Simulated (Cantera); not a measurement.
Input: 1 mol C2H4, 0.36 mol H2, at 1252 °C and 1 atm.

These are equilibrium values from Cantera (NASA tables, ideal gas, pure condensed phases), not measurements of a reactor. Candidate condensed phases: C, C6H6, C7H8, C8H18; 76 gas species. Rates play no part.

Base state: H2 0.998, CH4 0.00230, H 2.35e-5, C2H2 (acetylene) 1.21e-5 (mole fractions); condensed: C(graphite).

What changes in the equilibrium state with this change: temperature from 1252 °C to 2277 °C?


```tsv
species	before	after
H2	0.998	0.957
H	2.35e-5	0.0303
C2H2 (acetylene)	1.21e-5	0.0127
C4H2	<1e-9	7.00e-5
C2H	<1e-9	3.21e-5
C2H2 (vinylidene)	<1e-9	1.17e-5
CH3	1.10e-6	7.24e-5
CH4	0.00230	0.000129
C(graphite), mol	1.99	1.94
```

What changes in the equilibrium state with this change: temperature from 1252 °C to 2175 °C?


| species | before | after |
|---|---|---|
| H2 | 0.998 | 0.972 |
| H | 2.35e-5 | 0.0195 |
| C2H2 (acetylene) | 1.21e-5 | 0.00841 |
| C4H2 | <1e-9 | 3.00e-5 |
| C2H | <1e-9 | 1.08e-5 |
| CH3 | 1.10e-6 | 5.71e-5 |
| CH4 | 0.00230 | 0.000156 |
| C(graphite), mol | 1.99 | 1.96 |
